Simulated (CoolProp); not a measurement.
n-undecane along the isobar 0.577 MPa: density (kg/m³) from the reference equation and from simpler models built on Tc = 638.8 K, pc = 1.990 MPa, ω = 0.539; each cubic takes its own stable root.

Computed with CoolProp (reference Helmholtz-energy equation of state, Aleksandrov 2011). It is a short technical equation, of lower accuracy than the large ones.

```tsv
T (K)	phase	reference
463.5	liquid	605.5
480.9	liquid	589.6
498.3	liquid	572.8
515.7	liquid	554.8
533.1	liquid	535.4
550.4	liquid	513.9
567.8	gas	24.07
585.2	gas	22.55
602.6	gas	21.32
620	gas	20.28
```

Q: How far does each simpler model (van der Waals, Redlich-Kwong, Peng-Robinson) lie from the reference over these 10 states: mean and median of the absolute difference, and the worst?

A: 
- van der Waals: mean 49.9 %, median 46.0 %, worst -95.5 % at 550.4 K and 0.577 MPa
- Redlich-Kwong: mean 29.7 %, median 22.1 %, worst -95.4 % at 550.4 K and 0.577 MPa
- Peng-Robinson: mean 3.4 %, median 3.8 %, worst -6.6 % at 550.4 K and 0.577 MPa

At some of these states van der Waals, Redlich-Kwong gives the other phase, because its saturation line lies elsewhere.
